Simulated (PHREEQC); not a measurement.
Leach liquor: an equilibrium model

A solution holds 1.1 mmol/kgw HCl and 0.053 mmol/kgw NiSO4, at 20 °C. Closed to the air; pH follows from the charge balance.

The numbers come from PHREEQC with the ion-association model, wateq4f.dat.

Precipitation was switched off in this run.

Question: Estimate the pH.

Answer: pH 2.98.

Question: In which forms is S present?

Answer: SO4-2 92 %, HSO4- 7.5 %, NiSO4 0.7 % of the S.
